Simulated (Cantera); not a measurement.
Charge: 1 mol CO₂, 0.072 mol H₂O, 0.21 mol O₂, equilibrated at 0.0100 bar.

Equilibrium computed with Cantera from the NASA thermochemical tables; the gas is ideal and each condensed phase is pure. Candidate condensed phases: C, C₆H₆, C₇H₈, C₈H₁₈, H₂O; 110 gas species. The numbers say what is thermodynamically allowed, not how fast it happens.

**Question.** At 2348 K, list the 6 most abundant gas species with their mole fractions, and the condensed phases.

**Answer.** CO₂ 0.518, O₂ 0.216, CO 0.174, H₂O 0.0365, O 0.0303, OH 0.0168. Condensed: gas only.
